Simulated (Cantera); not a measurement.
A freely propagating, adiabatic, planar premixed flame of CH4 : C2H6 : O2 : N2 : H2O = 1 : 0.1 : 2.8 : 10.1 : 0.67 (molar parts), unburnt at 425 K and 2.47 atm; mixture-averaged transport, grid criteria slope 0.08 and curve 0.16, no radiation.

Model: GRI-Mech 3.0 (53 species, 325 reactions), integrated in Cantera. Burning velocities carry a grid error of a few per cent, more on coarse grids.

### Question
Predict: laminar burning velocity; thermal thickness; peak x(C2H2); peak x(H2); peak x(CH3).

### Answer
| Quantity | Value |
|---|---|
| laminar burning velocity | 36.7 cm/s |
| thermal thickness | 0.240 mm |
| peak x(C2H2) | 0.000119 |
| peak x(H2) | 0.00903 |
| peak x(CH3) | 0.00109 |
